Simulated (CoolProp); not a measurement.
A single-stage vapour-compression cycle with fluoroethane (R161): evaporating at 255.15 K (dew point), condensing at 293.15 K (bubble point), superheat 10 K, subcooling 8 K, compressor efficiency 0.75, no pressure losses. Each further row changes one setting.

The numbers come from the reference Helmholtz-energy equation of state, Wu 2012 in CoolProp.

```json
[
 {"case": "as stated", "cooling COP": "…", "pressure ratio": "3.49", "discharge temperature (K)": "335.3", "refrigerating effect (kJ/kg)": "351", "volumetric capacity (kJ/m³)": "1860"},
 {"case": "evaporating temperature 260.15 K", "cooling COP": "…", "pressure ratio": "…", "discharge temperature (K)": "330.3", "refrigerating effect (kJ/kg)": "355", "volumetric capacity (kJ/m³)": "2250"},
 {"case": "condensing temperature 288.15 K", "cooling COP": "5.27", "pressure ratio": "3.03", "discharge temperature (K)": "…", "refrigerating effect (kJ/kg)": "362", "volumetric capacity (kJ/m³)": "1920"},
 {"case": "subcooling 13 K", "cooling COP": "4.63", "pressure ratio": "3.49", "discharge temperature (K)": "335.3", "refrigerating effect (kJ/kg)": "362", "volumetric capacity (kJ/m³)": "1920"},
 {"case": "superheat 20 K", "cooling COP": "4.45", "pressure ratio": "3.49", "discharge temperature (K)": "345.7", "refrigerating effect (kJ/kg)": "363", "volumetric capacity (kJ/m³)": "1840"},
 {"case": "compressor efficiency 0.65", "cooling COP": "…", "pressure ratio": "3.49", "discharge temperature (K)": "…", "refrigerating effect (kJ/kg)": "351", "volumetric capacity (kJ/m³)": "1860"}
]
```

Task: What belongs in the gaps?

Result: 
- as stated, cooling COP: 4.49
- evaporating temperature 260.15 K, cooling COP: 5.36
- evaporating temperature 260.15 K, pressure ratio: 2.90
- condensing temperature 288.15 K, discharge temperature (K): 327.1
- compressor efficiency 0.65, cooling COP: 3.89
- compressor efficiency 0.65, discharge temperature (K): 343.3
